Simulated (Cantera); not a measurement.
An isothermal, constant-pressure homogeneous reactor starts with NO : N2 = 1 : 0.92 (molar parts), at 1848 K and 10.00 Torr. Integrator tolerance rtol = 1e-08.

Model: GRI-Mech 3.0 (53 species, 325 reactions), integrated in Cantera. Radical loss at walls, strong at low pressure, is not modelled.

Task: What does this change do: temperature 1848 to 1575 K?

Result: 
| quantity | before | after |
|---|---|---|
| x(NO) at 50.0 s | 0.301 (gas-phase equilibrium 0.00524) | 0.512 (gas-phase equilibrium 0.00188) |
| x(N2) at 50.0 s | 0.589 (gas-phase equilibrium 0.737) | 0.484 (gas-phase equilibrium 0.739) |
| x(NO2) at 50.0 s | 5.54e-5 (gas-phase equilibrium 1.52e-6) | 3.75e-5 (gas-phase equilibrium 1.03e-6) |
| x(O) at 50.0 s | 0.000575 (gas-phase equilibrium 0.000837) | 1.06e-5 (gas-phase equilibrium 4.75e-5) |
| x(O2) at 50.0 s | 0.109 (gas-phase equilibrium 0.257) | 0.00433 (gas-phase equilibrium 0.259) |
| x(N2O) at 50.0 s | 2.45e-5 (gas-phase equilibrium 3.34e-8) | 8.39e-5 (gas-phase equilibrium 1.26e-8) |

Task: What does this change do: pressure from 10.00 Torr to 428 Torr?

Result: 
```json
[
 {"quantity": "x(NO) at 50.0 s", "before": "0.301 (gas-phase equilibrium 0.00524)", "after": "0.0113 (gas-phase equilibrium 0.00524)"},
 {"quantity": "x(N2) at 50.0 s", "before": "0.589 (gas-phase equilibrium 0.737)", "after": "0.734 (gas-phase equilibrium 0.737)"},
 {"quantity": "x(NO2) at 50.0 s", "before": "5.54e-5 (gas-phase equilibrium 1.52e-6)", "after": "2.13e-5 (gas-phase equilibrium 9.95e-6)"},
 {"quantity": "x(O) at 50.0 s", "before": "0.000575 (gas-phase equilibrium 0.000837)", "after": "0.000127 (gas-phase equilibrium 0.000128)"},
 {"quantity": "x(O2) at 50.0 s", "before": "0.109 (gas-phase equilibrium 0.257)", "after": "0.255 (gas-phase equilibrium 0.258)"},
 {"quantity": "x(N2O) at 50.0 s", "before": "2.45e-5 (gas-phase equilibrium 3.34e-8)", "after": "2.55e-7 (gas-phase equilibrium 2.18e-7)"}
]
```

Task: What does this change do: pressure from 10.00 Torr to 120 Torr?

Result: 
```json
[
 {"quantity": "x(NO) at 50.0 s", "before": "0.301 (gas-phase equilibrium 0.00524)", "after": "0.0394 (gas-phase equilibrium 0.00524)"},
 {"quantity": "x(N2) at 50.0 s", "before": "0.589 (gas-phase equilibrium 0.737)", "after": "0.720 (gas-phase equilibrium 0.737)"},
 {"quantity": "x(NO2) at 50.0 s", "before": "5.54e-5 (gas-phase equilibrium 1.52e-6)", "after": "3.83e-5 (gas-phase equilibrium 5.27e-6)"},
 {"quantity": "x(O) at 50.0 s", "before": "0.000575 (gas-phase equilibrium 0.000837)", "after": "0.000234 (gas-phase equilibrium 0.000242)"},
 {"quantity": "x(O2) at 50.0 s", "before": "0.109 (gas-phase equilibrium 0.257)", "after": "0.241 (gas-phase equilibrium 0.258)"},
 {"quantity": "x(N2O) at 50.0 s", "before": "2.45e-5 (gas-phase equilibrium 3.34e-8)", "after": "6.38e-7 (gas-phase equilibrium 1.16e-7)"}
]
```
